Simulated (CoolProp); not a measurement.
The fluid at 298.15 K and 0.0209 MPa is compressed adiabatically to 0.142 MPa with isentropic efficiency 0.8. The same conditions are run with several fluids, on thermodynamics alone (safety and materials aside).

The numbers come from the reference Helmholtz-energy equation of state of each fluid (c-C4F8 (RC318): Platzer 1990; R365MFC: Lemmon 2016; R114: Platzer 1990; R507A: Lemmon 2003) in CoolProp. The equations of Platzer and Polt are older, rougher fits. Blends and air are pseudo-pure fits.

**Question.** Rank c-C4F8 (RC318), R365MFC, R114, R507A by work (kJ/kg), highest first.

**Answer.** R507A (65.4), R365MFC (41.3), R114 (36.6), c-C4F8 (RC318) (30.8)

```tsv
fluid	final temperature (K)	final density (kg/m³)
c-C4F8 (RC318)	337.3	10.4
R365MFC	341.1	7.78
R114	350.6	8.55
R507A	370.1	4.61
```
